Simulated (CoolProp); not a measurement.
Values from CoolProp's reference Helmholtz-energy equation of state, Beckmüller 2019.

Q: For n-octane, give the phase and the density (kg/m³), expansivity (1/kK), fugacity coefficient at 36.45 °C and 0.706 MPa; 282.65 °C and 0.188 MPa; -48.95 °C and 0.285 MPa.

A: 
- 36.45 °C and 0.706 MPa: liquid; density 690, expansivity 1.18, fugacity coefficient 0.00512
- 282.65 °C and 0.188 MPa: gas; density 4.79, expansivity 2.00, fugacity coefficient 0.970
- -48.95 °C and 0.285 MPa: liquid; density 757, expansivity 1.04, fugacity coefficient 1.85e-5
